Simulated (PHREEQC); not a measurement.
1 kg of water holding 0.58 mol Na2CO3, 0.055 mol Na2SO4, 0.011 mol NaCl, 0.43 mol NaHCO3 and 0.0037 mol KCl is evaporated at 25 °C; the solids stay in contact with the brine. No CO2 enters from the air. The run lets Arcanite, Burkeite, Glaserite, Halite, Kalicinite, Mirabilite, Misenite, Nahcolite, Natron, Sylvite, Thenardite, Trona precipitate or redissolve, and no other solid.

The series has 14 steps of water left (kg), from 1 to 0.06328.

Equilibrium calculation in PHREEQC: Pitzer model, pitzer.dat.

Problem. Which solids form, in which order, and at which step of the series does each first stand?

Solution. Nahcolite from water left = 0.4563 kg (pH 9.50), last present at water left = 0.1621 kg; Trona from water left = 0.2514 kg (pH 9.76).
